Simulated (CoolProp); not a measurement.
Vapour pressure (kPa) of n-perfluoropentane: the reference equation beside estimates from Tc = 421.0 K, pc = 2063 kPa, ω = 0.436. Clausius-Clapeyron is anchored at 258.3 K with a constant enthalpy of vaporisation of 29.55 kJ/mol.

The numbers come from the reference Helmholtz-energy equation of state, Gao 2022 in CoolProp.

| T (K) | reference | Clausius-Clapeyron | van der Waals | Soave-Redlich-Kwong |
|---|---|---|---|---|
| 254 | 11.20 | 11.25 | 185.0 | 11.14 |
| 258.3 | 14.20 | 14.20 | 203.6 | 14.12 |
| 262.6 | 17.82 | 17.78 | 223.4 | 17.73 |
| 266.8 | 22.06 | 22.00 | 244.0 | 21.96 |
| 271.1 | 27.23 | 27.18 | 266.3 | 27.11 |
| 275.4 | 33.32 | 33.35 | 290.0 | 33.20 |
| 279.7 | 40.48 | 40.67 | 315.1 | 40.35 |
| 283.9 | 48.60 | 49.08 | 340.9 | 48.48 |
| 288.2 | 58.22 | 59.16 | 368.7 | 58.12 |
| 292.5 | 69.30 | 70.91 | 398.0 | 69.24 |
| 296.8 | 81.97 | 84.56 | 428.7 | 81.98 |
| 301 | 96.04 | 99.93 | 460.2 | 96.14 |
| 305.3 | 112.3 | 118.0 | 494.0 | 112.6 |

Absolute difference from the reference over all 13 rows, mean and median: Clausius-Clapeyron 1.5 and 0.5 %, van der Waals 778.7 and 678.4 %, Soave-Redlich-Kwong 0.3 and 0.3 %.
